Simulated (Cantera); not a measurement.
A closed system holds: 1 mol SiCl4, 17 mol NO, 86 mol H2, at 0.825 Torr.

These are equilibrium values from Cantera (NASA tables, ideal gas, pure condensed phases), not measurements of a reactor. Candidate condensed phases: H2O, NH4Cl, Si, SiO2, Si2N2O, Si3N4; 47 gas species. The tables hold silica as quartz up to 1696 K and as liquid above; real silica turns to tridymite and cristobalite and melts near 1996 K. Kinetics and transport are ignored.

Question: At 1698 K, list the 5 most abundant gas species with their mole fractions, and the condensed phases.

Answer: H2 0.710, H2O 0.156, N2 0.0878, HCl 0.0412, H 0.00367. Condensed: SiO2(condensed).
